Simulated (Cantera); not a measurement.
An isothermal, constant-pressure homogeneous reactor starts with 7.89 % H2, 5.26 % O2, 84.1 % N2, 2.73 % H2O, at 1100 K and 1.00 bar.

Model: GRI-Mech 3.0 (53 species, 325 reactions), integrated in Cantera. The temperature is held fixed by assumption; the heat of reaction is taken as removed at once.

x: mole fraction; the columns are a selection and need not sum to one.

```
t (s)         x H2    x O2     x NO      x OH   x H2O       x O
--------  --------  ------  -------  --------  ------  --------
2.00e-6     0.0789  0.0526   <1e-12  2.28e-12  0.0273  3.27e-12
7.02e-6     0.0789  0.0526   <1e-12  1.38e-11  0.0273  2.70e-11
2.47e-5     0.0789  0.0526   <1e-12  9.77e-11  0.0273  2.16e-10
8.66e-5     0.0789  0.0526   <1e-12       ___  0.0273   9.61e-9
0.000304    0.0480  0.0385  1.61e-7       ___  0.0545   0.00125
0.00107    0.00100  0.0141  1.26e-6       ___   0.109   4.11e-5
0.00375   0.000198  0.0138  1.21e-6       ___   0.110   3.14e-6
0.0132     4.31e-5  0.0137  1.11e-6       ___   0.111   2.98e-7
0.0462     5.94e-6  0.0137  1.04e-6       ___   0.111   3.21e-8
0.162      1.92e-7  0.0137  1.15e-6       ___   0.111   6.07e-9
0.570      5.33e-9  0.0137  1.25e-6       ___   0.111   2.01e-9
2.00       2.05e-9  0.0137  1.26e-6       ___   0.111  7.64e-10
```

Problem. Some entries are withheld; supply them.

Solution. 
- 8.66e-5, x OH: 4.27e-9
- 0.000304, x OH: 0.000837
- 0.00107, x OH: 0.000103
- 0.00375, x OH: 2.17e-5
- 0.0132, x OH: 6.81e-6
- 0.0462, x OH: 2.95e-6
- 0.162, x OH: 1.62e-6
- 0.570, x OH: 9.50e-7
- 2.00, x OH: 5.85e-7
